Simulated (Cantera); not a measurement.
A Cantera script and its output.

```python
import numpy as np
import cantera as ct

gas = ct.Solution("gri30.yaml")
gas.TPX = 675, 190000, {'CO': 1, 'H2': 0.3, 'CH4': 0.28, 'O2': 1.1, 'N2': 4.14}
flame = ct.FreeFlame(gas, width=0.026)
flame.set_refine_criteria(ratio=3, slope=0.08, curve=0.16)
flame.transport_model = "mixture-averaged"
flame.solve(loglevel=0, auto=True)
z, T = flame.grid, flame.T
thick = (T[-1] - T[0]) / np.gradient(T, z).max()
show = ['CO', 'H2', 'CH4', 'CH2', 'HCN', 'NO']
print(f"laminar burning velocity  {flame.velocity[0] * 100:.3f} cm/s")
print(f"burnt temperature         {T[-1]:.1f} K")
print(f"thermal thickness         {thick * 1e3:.4f} mm")
print(f"grid points               {len(z)}")
z0 = z[flame.heat_release_rate.argmax()]
print(f"{'z/mm':>9s}{'T/K':>9s}{'u/(m/s)':>9s}" + "".join(f"{s:>11s}" for s in show))
rows = []
for k in (-3, -2, -1.5, -1, -0.5, -0.25, 0, 0.25, 0.5, 1, 2, 4, 8):
    zz = z0 + k * thick
    rows.append([k * thick, np.interp(zz, z, T), np.interp(zz, z, flame.velocity),
                 *(np.interp(zz, z, flame.X[gas.species_index(s)]) for s in show)])
    print(f"{rows[-1][0] * 1e3:9.3f}{rows[-1][1]:9.1f}{rows[-1][2]:9.3f}" + "".join(f"{x:11.3e}" for x in rows[-1][3:]))
```

Result:

```
laminar burning velocity  263.404 cm/s
burnt temperature         2527.4 K
thermal thickness         0.1673 mm
grid points               155
     z/mm      T/K  u/(m/s)         CO         H2        CH4        CH2        HCN         NO
   -0.502    675.0    2.634  1.466e-01  4.392e-02  4.106e-02  4.871e-21  7.908e-15  2.619e-13
   -0.335    675.1    2.633  1.467e-01  4.366e-02  4.107e-02  7.119e-18  2.959e-13  7.257e-12
   -0.251    675.4    2.634  1.468e-01  4.313e-02  4.108e-02  2.730e-15  4.132e-12  7.850e-11
   -0.167    680.8    2.651  1.469e-01  4.156e-02  4.104e-02  2.068e-11  1.164e-10  1.538e-09
   -0.084    812.3    3.156  1.466e-01  3.648e-02  3.789e-02  1.888e-07  1.109e-08  9.161e-08
   -0.042   1136.0    4.419  1.467e-01  3.172e-02  2.697e-02  3.219e-06  8.869e-08  5.735e-07
    0.000   1570.2    6.117  1.455e-01  2.469e-02  7.804e-03  2.020e-05  3.770e-07  2.308e-06
    0.042   1789.5    6.936  1.297e-01  1.641e-02  5.722e-04  4.883e-06  4.006e-07  5.824e-06
    0.084   1880.4    7.226  1.105e-01  1.334e-02  1.979e-05  2.487e-07  1.497e-07  1.008e-05
    0.167   1991.1    7.558  8.944e-02  1.338e-02  2.697e-08  5.503e-10  1.296e-08  1.842e-05
    0.335   2114.5    7.946  7.785e-02  1.307e-02  9.036e-13  3.824e-14  1.934e-10  3.268e-05
    0.669   2240.1    8.346  7.150e-02  1.140e-02  1.885e-15  3.465e-15  2.983e-11  5.677e-05
    1.338   2353.7    8.697  6.442e-02  9.522e-03  9.232e-16  2.638e-15  4.700e-11  1.025e-04
```

Computed with Cantera and GRI-Mech 3.0 (53 species, 325 reactions). Burning velocities carry a grid error of a few per cent, more on coarse grids.
